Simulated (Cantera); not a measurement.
An adiabatic, constant-pressure homogeneous reactor starts with CO : H2 : O2 : N2 = 1 : 0.18 : 0.983 : 3.7 (molar parts), equivalence ratio 0.60, at 1050 K and 500000 Pa.

Cantera simulation using GRI-Mech 3.0 (53 species, 325 reactions); the numbers are that mechanism's predictions, not measurements. The hydrogen kinetics of GRI-Mech 3.0 are dated; newer H2 mechanisms differ, most at raised pressure.

x: mole fraction; the columns are a selection and need not sum to one.

```tsv
t (s)	T (K)	x CO	x H2	x O2	x CO2	x NO	x N2O	x OH
3.00e-6	1050	0.171	0.0307	0.168	1.92e-9	<1e-12	<1e-12	1.30e-10
8.23e-6	1050	0.171	0.0307	0.168	7.50e-9	<1e-12	<1e-12	2.63e-10
2.26e-5	1050	0.171	0.0307	0.168	3.32e-8	<1e-12	<1e-12	4.83e-10
6.20e-5	1050	0.171	0.0307	0.168	1.97e-7	<1e-12	<1e-12	1.30e-9
0.000170	1050	0.171	0.0307	0.168	2.39e-6	<1e-12	3.47e-12	8.78e-9
0.000468	1052	0.170	0.0306	0.167	0.000170	<1e-12	2.09e-10	3.75e-7
0.00128	2462	[?]	[?]	0.0780	0.175	[?]	[?]	[?]
0.00352	2480	0.00971	0.000279	0.0755	0.179	[?]	1.35e-6	0.00396
0.00967	2472	0.00946	0.000274	0.0730	0.179	0.00846	1.36e-6	0.00383
0.0265	2467	0.00931	0.000270	0.0714	0.179	0.0116	1.38e-6	0.00375
0.0729	2467	0.00930	0.000270	0.0712	0.179	0.0119	1.38e-6	0.00375
0.200	2467	0.00930	0.000270	0.0712	0.179	0.0119	1.38e-6	0.00375
```

### Question
Fill in the missing entries.

### Answer

- 0.00128, x CO: 0.0126
- 0.00128, x H2: 0.000353
- 0.00128, x NO: 0.000356
- 0.00128, x N2O: 1.56e-6
- 0.00128, x OH: 0.00444
- 0.00352, x NO: 0.00346
